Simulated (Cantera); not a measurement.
An adiabatic, constant-volume homogeneous reactor starts with CH₃OH : O₂ : N₂ = 1 : 1.15 : 4.34 (molar parts), at 1400 K and 13.0 bar. Integrator tolerance rtol = 1e-08.

Model: GRI-Mech 3.0 (53 species, 325 reactions), integrated in Cantera. GRI-Mech 3.0 was tuned for natural gas; its chemistry of methanol as a main component is partial and can be far from experiment. The pressure lies above the range GRI-Mech 3.0 was tuned for (to about 10 atm). Above 3000 K some thermodynamic fits are extrapolated.

**Question.** What does this change do: pressure from 13.0 bar to 1.10 bar?

**Answer.** 
```
quantity                                                            before                                    after
---------------------------------  ---------------------------------------  ---------------------------------------
time of steepest temperature rise                                  64.7 µs                                 0.497 ms
temperature at 0.500 s                                              3093 K                                   2890 K
equilibrium temperature                                             3093 K                                   2890 K
x(CH₃OH) at 0.500 s                  <1e-12 (gas-phase equilibrium <1e-12)    <1e-12 (gas-phase equilibrium <1e-12)
x(O₂) at 0.500 s                   0.00385 (gas-phase equilibrium 0.00385)  0.00795 (gas-phase equilibrium 0.00795)
x(NO) at 0.500 s                   0.00619 (gas-phase equilibrium 0.00619)  0.00689 (gas-phase equilibrium 0.00689)
x(H₂) at 0.500 s                     0.0374 (gas-phase equilibrium 0.0374)    0.0430 (gas-phase equilibrium 0.0430)
x(HCO) at 0.500 s                  1.23e-6 (gas-phase equilibrium 1.23e-6)  2.59e-7 (gas-phase equilibrium 2.59e-7)
```

**Question.** What does this change do: CH3OH 1 to 0.51 parts?

**Answer.** 
```json
[
 {"quantity": "time of steepest temperature rise", "before": "64.7 µs", "after": "78.0 µs"},
 {"quantity": "temperature at 0.500 s", "before": "3093 K", "after": "2847 K"},
 {"quantity": "equilibrium temperature", "before": "3093 K", "after": "2847 K"},
 {"quantity": "x(CH₃OH) at 0.500 s", "before": "<1e-12 (gas-phase equilibrium <1e-12)", "after": "<1e-12 (gas-phase equilibrium <1e-12)"},
 {"quantity": "x(O₂) at 0.500 s", "before": "0.00385 (gas-phase equilibrium 0.00385)", "after": "0.0537 (gas-phase equilibrium 0.0537)"},
 {"quantity": "x(NO) at 0.500 s", "before": "0.00619 (gas-phase equilibrium 0.00619)", "after": "0.0184 (gas-phase equilibrium 0.0184)"},
 {"quantity": "x(H₂) at 0.500 s", "before": "0.0374 (gas-phase equilibrium 0.0374)", "after": "0.00322 (gas-phase equilibrium 0.00322)"},
 {"quantity": "x(HCO) at 0.500 s", "before": "1.23e-6 (gas-phase equilibrium 1.23e-6)", "after": "2.78e-8 (gas-phase equilibrium 2.78e-8)"}
]
```

**Question.** What does this change do: CH3OH 1 to 2.9 parts?

**Answer.** 
```tsv
quantity	before	after
time of steepest temperature rise	64.7 µs	50.0 µs
temperature at 0.500 s	3093 K	2260 K
equilibrium temperature	3093 K	2260 K
x(CH₃OH) at 0.500 s	<1e-12 (gas-phase equilibrium <1e-12)	4.71e-10 (gas-phase equilibrium 4.80e-10)
x(O₂) at 0.500 s	0.00385 (gas-phase equilibrium 0.00385)	2.46e-8 (gas-phase equilibrium 2.46e-8)
x(NO) at 0.500 s	0.00619 (gas-phase equilibrium 0.00619)	3.21e-6 (gas-phase equilibrium 3.21e-6)
x(H₂) at 0.500 s	0.0374 (gas-phase equilibrium 0.0374)	0.288 (gas-phase equilibrium 0.288)
x(HCO) at 0.500 s	1.23e-6 (gas-phase equilibrium 1.23e-6)	1.03e-6 (gas-phase equilibrium 1.03e-6)
```
